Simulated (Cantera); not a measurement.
# Equilibrium for chemical vapour transport: Al + H2O + N2

Feed: 1 mol Al, 0.029 mol H2O, 0.089 mol N2, held at 7.50 Torr.

Equilibrium computed with Cantera from the NASA thermochemical tables; the gas is ideal and each condensed phase is pure. Candidate condensed phases: Al, AlN, Al2O3, H2O; 35 gas species. Mutual solubility and eutectic melting of coexisting phases are not modelled. Kinetics and transport are ignored.

At 798 K the condensed part is Al(s) + AlN(s) + Al2O3(s). From 948 K to 1698 K the condensed part is Al(l) + AlN(s) + Al2O3(s).

| T (K) | x H2 | x Al2O | x Al | x H | x AlH | x Al2 | x AlOH | x N2 | n Al(s) | n AlN(s) | n Al2O3(s) | n Al(l) |
|---|---|---|---|---|---|---|---|---|---|---|---|---|
| 798 | 1.00 | <1e-12 | <1e-12 | 2.67e-11 | 5.62e-12 | <1e-12 | <1e-12 | <1e-12 | 0.803 | 0.178 | 0.00967 | 0 |
| 948 | 1.00 | 1.64e-11 | 6.39e-10 | 5.24e-9 | 2.31e-9 | <1e-12 | <1e-12 | <1e-12 | 0 | 0.178 | 0.00967 | 0.803 |
| 1098 | 1.000 | 1.33e-8 | 1.46e-7 | 2.47e-7 | 1.49e-7 | <1e-12 | 7.93e-12 | <1e-12 | 0 | 0.178 | 0.00967 | 0.803 |
| 1248 | 1.000 | 2.05e-6 | 8.81e-6 | 4.67e-6 | 3.46e-6 | 1.24e-10 | 8.95e-10 | <1e-12 | 0 | 0.178 | 0.00967 | 0.803 |
| 1398 | 1.000 | 0.000103 | 0.000217 | 4.73e-5 | 4.01e-5 | 1.27e-8 | 3.57e-8 | 4.66e-11 | 0 | 0.178 | 0.00967 | 0.803 |
| 1548 | 0.994 | 0.00237 | 0.00284 | 0.000307 | 0.000285 | 5.13e-7 | 6.82e-7 | 1.12e-8 | 0 | 0.178 | 0.00964 | 0.802 |
| 1698 | 0.944 | 0.0303 | 0.0233 | 0.00140 | 0.00138 | 1.06e-5 | 7.42e-6 | 1.03e-6 | 0 | 0.178 | 0.00936 | 0.801 |
x: gas mole fraction; n: condensed amount in mol.
